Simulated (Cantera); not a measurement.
Cantera run, input and output.

```python
import numpy as np
import cantera as ct

gas = ct.Solution("gri30.yaml")
gas.TPX = 1373, 100000, {'CH4': 1, 'O2': 3.33, 'N2': 12.5, 'H2O': 0.71}
reactor = ct.IdealGasReactor(gas, energy="on", clone=False)
net = ct.ReactorNet([reactor])
net.rtol, net.atol = 1e-08, 1e-16
show = ['CH4', 'O2', 'H2O', 'H2', 'HCN', 'OH', 'C2H2']
times = np.geomspace(2e-06, 0.1, 16)

steps = ct.SolutionArray(gas, extra=["t"])
rows = []
print(f"{'t/s':>10s}{'T/K':>9s}{'P/Pa':>11s}" + "".join(f"{s:>11s}" for s in show))
for t in times:
    while net.time < t:
        t_next = net.step()
        steps.append(gas.state, t=t_next)
    rows.append([np.interp(t, steps.t, y) for y in (steps.T, steps.P, *steps(*show).X.T)])
    print(f"{t:10.3e}{rows[-1][0]:9.1f}{rows[-1][1]:11.4g}" + "".join(f"{x:11.3e}" for x in rows[-1][2:]))
rate = np.gradient(steps.T, steps.t)
print("integrator steps:", len(steps.t))
if steps.T.max() > steps.T[0] + 200:
    print(f"time of steepest temperature rise: {steps.t[rate.argmax()]:.4e} s")
gas.TPX = 1373, 100000, {'CH4': 1, 'O2': 3.33, 'N2': 12.5, 'H2O': 0.71}
gas.equilibrate("UV")
print(f"equilibrium (UV): T = {gas.T:.1f} K  " + "  ".join(f"{s} {gas[s].X[0]:.3e}" for s in show))
```

Result:

```
       t/s      T/K       P/Pa        CH4         O2        H2O         H2        HCN         OH       C2H2
 2.000e-06   1373.0      1e+05  5.701e-02  1.899e-01  4.048e-02  7.695e-10  1.599e-22  5.257e-10  7.783e-23
 4.114e-06   1373.0      1e+05  5.701e-02  1.899e-01  4.048e-02  1.964e-09  7.136e-22  7.725e-10  2.561e-21
 8.464e-06   1373.0      1e+05  5.701e-02  1.899e-01  4.048e-02  4.566e-09  3.176e-21  9.896e-10  7.596e-20
 1.741e-05   1373.0      1e+05  5.701e-02  1.899e-01  4.048e-02  1.041e-08  1.405e-20  1.436e-09  1.940e-18
 3.582e-05   1373.0      1e+05  5.701e-02  1.899e-01  4.048e-02  2.460e-08  6.272e-20  2.507e-09  4.444e-17
 7.368e-05   1373.0      1e+05  5.701e-02  1.899e-01  4.048e-02  6.404e-08  2.920e-19  5.142e-09  1.008e-15
 1.516e-04   1373.0      1e+05  5.701e-02  1.898e-01  4.048e-02  1.996e-07  1.499e-18  1.207e-08  2.582e-14
 3.118e-04   1373.0      1e+05  5.700e-02  1.898e-01  4.048e-02  8.281e-07  9.413e-18  3.321e-08  8.737e-13
 6.414e-04   1373.1      1e+05  5.695e-02  1.898e-01  4.051e-02  4.767e-06  8.756e-17  1.019e-07  4.605e-11
 1.320e-03   1374.3  1.001e+05  5.670e-02  1.897e-01  4.069e-02  3.239e-05  1.119e-15  2.694e-07  2.609e-09
 2.714e-03   1383.7  1.008e+05  5.515e-02  1.886e-01  4.191e-02  2.861e-04  2.716e-14  1.049e-06  1.357e-07
 5.584e-03   2595.6  1.915e+05  1.572e-17  7.264e-02  1.407e-01  3.530e-03  2.019e-11  1.495e-02  2.685e-21
 1.149e-02   2583.4  1.905e+05  1.467e-17  6.905e-02  1.412e-01  3.447e-03  3.277e-11  1.429e-02  2.303e-21
 2.363e-02   2580.4  1.903e+05  1.442e-17  6.816e-02  1.414e-01  3.427e-03  3.536e-11  1.413e-02  2.214e-21
 4.861e-02   2580.3  1.902e+05  1.441e-17  6.813e-02  1.414e-01  3.426e-03  3.545e-11  1.412e-02  2.210e-21
 1.000e-01   2580.3  1.902e+05  1.441e-17  6.813e-02  1.414e-01  3.426e-03  3.545e-11  1.412e-02  2.210e-21
integrator steps: 1963
time of steepest temperature rise: 3.9492e-03 s
equilibrium (UV): T = 2580.3 K  CH4 2.039e-17  O2 6.813e-02  H2O 1.414e-01  H2 3.426e-03  HCN 3.545e-11  OH 1.412e-02  C2H2 2.463e-21
```

Model: GRI-Mech 3.0 (53 species, 325 reactions), integrated in Cantera.
